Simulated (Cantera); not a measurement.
Charge: 1 mol AlN, 4.5 mol O2, 2.5 mol H2, 0.11 mol H2O, held at 1800 K and 133 Pa.

Method: chemical equilibrium by Gibbs-energy minimisation in Cantera with the NASA 1993 tables (ideal gas, pure condensed phases). Candidate condensed phases: Al, AlN, Al2O3, H2O; 35 gas species. Kinetics and transport are ignored.

Base state: H2O 0.457, O2 0.440, N2 0.0878, OH 0.00929, O 0.00221, NO 0.00201, H2 0.00102, H 0.000313 (mole fractions); condensed: Al2O3(s).

What changes in the equilibrium state with this change: temperature from 1800 K to 1050 K?


```json
[
 {"species": "H2O", "before": "0.457", "after": "0.465"},
 {"species": "O2", "before": "0.440", "after": "0.446"},
 {"species": "N2", "before": "0.0878", "after": "0.0891"},
 {"species": "OH", "before": "0.00929", "after": "3.97e-6"},
 {"species": "H", "before": "0.000313", "after": "<1e-9"},
 {"species": "O", "before": "0.00221", "after": "1.22e-8"},
 {"species": "H2", "before": "0.00102", "after": "6.90e-9"},
 {"species": "NO", "before": "0.00201", "after": "2.59e-5"},
 {"species": "Al2O3(s), mol", "before": "0.500", "after": "0.500"}
]
```
